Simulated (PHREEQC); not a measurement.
A column of 1 m (30 cells, dispersivity 0.035 m, 3600 s a shift, diffusion coefficient 3e-10 m²/s) holds 0.0061 eq of the database's cation exchanger X per kg of pore water, first in equilibrium with 0.001 mol/kgw Na2SO4, 0.0055 mol/kgw KBr, 0.00032 mol/kgw MnCl2 and 1e-05 mol/kgw HCl. It is flushed with 0.001 mol/kgw ZnSO4, 0.0012 mol/kgw MgCl2 and 1e-05 mol/kgw HCl, at 25 °C. Values are for the last cell. No CO2 enters from the air. Precipitation was switched off in this run.

Base run: PHREEQC, ion-association model, phreeqc.dat. Each further column changes one thing. The table gives Na in solution (mol/kgw).

| pore volumes | base | exchange capacity from 0.0061 to 0.0031 eq/kgw | dispersivity from 0.035 to 0.07 m |
|---|---|---|---|
| 0 | 0.00200 | 0.00200 | 0.00200 |
| 0.5167 | 0.00199 | 0.00199 | 0.00194 |
| 1.017 | 0.00116 | 0.00104 | 0.00107 |
| 1.517 | 0.000242 | 0.000136 | 0.000335 |
| 2.017 | 1.82e-5 | … | 6.90e-5 |
| 2.517 | 9.43e-7 | 3.96e-7 | … |
| 3.017 | 4.33e-8 | 1.64e-8 | 2.18e-6 |
| 3.517 | 1.88e-9 | 6.31e-10 | 3.74e-7 |
| 4.017 | 7.88e-11 | … | 6.38e-8 |
| 4.517 | 3.24e-12 | 8.45e-13 | 1.09e-8 |
| 5.017 | 1.32e-13 | 3.01e-14 | 1.85e-9 |

**Question.** Fill in the missing entries.

**Answer.** 
- 2.017, exchange capacity from 0.0061 to 0.0031 eq/kgw: 8.41e-6
- 2.517, dispersivity from 0.035 to 0.07 m: 1.25e-5
- 4.017, exchange capacity from 0.0061 to 0.0031 eq/kgw: 2.34e-11
